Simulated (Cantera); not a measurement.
What does this Cantera script print?

```python
import numpy as np
import cantera as ct

gas_names = [...]  # 92 gases of nasa_gas.yaml made of C, H, N
cond_names = """
    C(gr) C6H6(L) C7H8(L) C8H18(L),n-octa
""".split()


# ... load() reads the species with a 1 bar reference pressure and builds the phases ...
atoms = {
    'C2H2': {'C': 2, 'H': 2},
    'NH3': {'N': 1, 'H': 3},
    'H2': {'H': 2},
}
top_T = {'C(gr)': 4500}  # K; cautious upper limits of use, not melting points


# ... equilibrate(T, P, feed) seeds the gas with the atoms and calls Mixture.equilibrate('TP', solver="vcs", rtol=1e-11, max_steps=5000) ...
results = []
feed = {'C2H2': 1, 'NH3': 0.021, 'H2': 25}  # mol
T = 3048  # K
for P in [10, 72, 520, 3700, 27000, 190000, 1400000, 10000000]:
    mix = equilibrate(T, P, feed)
    results.append((T, P, feed, dict(zip(mix.species_names, mix.species_moles))))
    x = sorted(zip(gas.X, gas.species_names), reverse=True)
    print(f"T = {T:g} K  P = {P:g} Pa  gas = {mix.phase_moles(0):.4g} mol")
    print("   x: " + "  ".join(f"{s} {v:.3e}" for v, s in x if v > 1e-06))
    print("   condensed (mol): " + ("  ".join(f"{mix.phase(i).name} {mix.phase_moles(i):.4g}"
          for i in range(1, mix.n_phases) if mix.phase_moles(i) > 1e-12) or "none"))
```

Result:

```
T = 3048 K  P = 10 Pa  gas = 53.82 mol
   x: H 9.617e-01  C 3.381e-02  H2 2.775e-03  C2 9.588e-04  C3 3.979e-04  CN 1.769e-04  N2 9.459e-05  C2H 2.286e-05  N 1.837e-05  CH 7.400e-06  HCN 4.729e-06
   condensed (mol): none
T = 3048 K  P = 72 Pa  gas = 52.43 mol
   x: H 9.533e-01  C 1.979e-02  H2 1.963e-02  C3 4.135e-03  C2 2.365e-03  C2H 4.023e-04  CN 2.227e-04  N2 6.074e-05  C2H2,acetylene 4.505e-05  HCN 4.248e-05  CH 3.091e-05  HNC 8.320e-06  N 5.486e-06  C4 2.869e-06  C5 2.809e-06
   condensed (mol): none
T = 3048 K  P = 520 Pa  gas = 47.28 mol
   x: H 8.631e-01  H2 1.162e-01  C3 7.971e-03  C 6.591e-03  C2H 2.108e-03  C2 1.895e-03  C2H2,acetylene 1.544e-03  HCN 1.870e-04  CN 1.499e-04  CH 6.733e-05  HNC 3.664e-05  N2 3.438e-05  C5 3.134e-05  C4 1.330e-05  C4H2 8.557e-06  C2H2,vinylidene 5.427e-06  CH2 4.548e-06  N 1.536e-06
   condensed (mol): none
T = 3048 K  P = 3700 Pa  gas = 37.4 mol
   x: H 5.893e-01  H2 3.855e-01  C2H2,acetylene 1.345e-02  C3 4.767e-03  C2H 3.779e-03  C 1.501e-03  C2 6.992e-04  HCN 3.873e-04  C4H2 1.957e-04  HNC 7.587e-05  CH 7.449e-05  CN 6.392e-05  C5 4.921e-05  C2H2,vinylidene 4.727e-05  CH2 2.444e-05  N2 1.692e-05  C4 1.289e-05  CH3 6.822e-06  C6H2 3.026e-06
   condensed (mol): none
T = 3048 K  P = 27000 Pa  gas = 30.53 mol
   x: H2 6.783e-01  H 2.894e-01  C2H2,acetylene 2.763e-02  C2H 2.167e-03  C3 8.246e-04  HCN 5.290e-04  C4H2 4.697e-04  C 2.223e-04  C2 1.119e-04  HNC 1.036e-04  C2H2,vinylidene 9.713e-05  CH3 4.648e-05  CH2 4.648e-05  CH 3.953e-05  CN 2.436e-05  N2 1.536e-05  C5 9.942e-06  C6H2 8.482e-06  CH4 6.967e-06  C3H3,propargyl 4.410e-06  C2H3,vinyl 3.736e-06  C4 2.410e-06
   condensed (mol): none
T = 3048 K  P = 190000 Pa  gas = 27.74 mol
   x: H2 8.425e-01  H 1.216e-01  C2H2,acetylene 3.317e-02  C2H 8.801e-04  HCN 5.977e-04  C4H2 5.450e-04  CH3 1.678e-04  HNC 1.171e-04  C2H2,vinylidene 1.166e-04  C3 1.113e-04  CH4 7.436e-05  CH2 5.675e-05  C 3.106e-05  N2 1.634e-05  CH 1.633e-05  C3H3,propargyl 1.539e-05  C2 1.537e-05  C2H3,vinyl 1.326e-05  C6H2 9.511e-06  CN 9.311e-06  C2H4 7.907e-06  C5 1.297e-06
   condensed (mol): none
T = 3048 K  P = 1.4e+06 Pa  gas = 26.64 mol
   x: H2 9.154e-01  H 4.668e-02  C2H2,acetylene 3.476e-02  CH4 6.353e-04  HCN 6.270e-04  C4H2 5.509e-04  CH3 5.066e-04  C2H 3.260e-04  HNC 1.228e-04  C2H2,vinylidene 1.222e-04  C2H4 6.635e-05  CH2 6.056e-05  C3H3,propargyl 4.481e-05  C2H3,vinyl 3.932e-05  N2 1.715e-05  C3 1.431e-05  C6H2 9.274e-06  C3H4,propyne 7.620e-06  CH 6.157e-06  C 4.140e-06  C3H4,allene 3.534e-06  CN 3.452e-06  C2 2.012e-06
   condensed (mol): none
T = 3048 K  P = 1e+07 Pa  gas = 26.12 mol
   x: H2 9.412e-01  C2H2,acetylene 3.283e-02  H 1.771e-02  CH4 4.598e-03  CH3 1.353e-03  HCN 6.363e-04  C4H2 4.781e-04  C2H4 4.603e-04  HNC 1.246e-04  C2H2,vinylidene 1.154e-04  C2H 1.136e-04  C3H3,propargyl 1.100e-04  C2H3,vinyl 1.007e-04  CH2 5.968e-05  C3H4,propyne 5.067e-05  C3H4,allene 2.350e-05  N2 1.871e-05  C6H2 7.394e-06  C3H5,allyl 4.796e-06  NH3 2.601e-06  CH 2.239e-06  C2H5 2.055e-06  C3 1.765e-06  CH3CN 1.426e-06  CN 1.293e-06  C2H6 1.278e-06
   condensed (mol): none
```

Cantera equilibrium calculation (NASA polynomials, part measured and part estimated; ideal gas, pure solids and liquids). The ideal-gas law is rough above about 30 bar.
